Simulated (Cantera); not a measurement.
Feed: 1 mol AlBr3, 1 mol N2, held at 1500 Pa.

Cantera equilibrium calculation (NASA polynomials, part measured and part estimated; ideal gas, pure solids and liquids). Candidate condensed phases: Al, AlBr3, AlN, Br2; 10 gas species. Equilibrium is a limit: real reactors are often held back by kinetics, nucleation or transport.

x: gas mole fraction; n: condensed amount in mol.

```csv
T (K),x N2,x AlBr3,x Br,x AlBr,x Br2,n AlN(s)
1150,0.500,0.500,0.000127,1.35e-6,3.39e-7,0
1200,0.500,0.500,0.000240,6.40e-6,5.12e-7,0.000152
1250,0.500,0.500,0.000431,2.67e-5,7.49e-7,0.000253
1300,0.500,0.499,[?],[?],[?],0.000363
1350,0.499,0.499,0.00122,0.000337,1.48e-6,0.000370
1400,0.499,0.498,0.00199,0.000999,2.08e-6,0
1450,0.498,0.496,0.00378,0.00189,4.15e-6,0
1500,0.497,0.493,0.00685,0.00343,7.88e-6,0
1550,0.494,0.488,0.0119,0.00599,1.43e-5,0
1600,0.490,0.480,[?],[?],[?],0
1650,0.484,0.467,0.0325,0.0163,4.15e-5,0
1700,0.474,0.449,0.0510,0.0256,6.65e-5,0
1750,0.461,0.422,0.0774,0.0388,0.000102,0
1800,0.443,0.386,0.114,0.0569,0.000150,0
```

Task: What belongs in the gaps?

Result: 
- 1600, x Br: 0.0201
- 1600, x AlBr: 0.0101
- 1600, x Br2: 2.49e-5
- 1300, x Br: 0.000741
- 1300, x AlBr: 9.97e-5
- 1300, x Br2: 1.06e-6
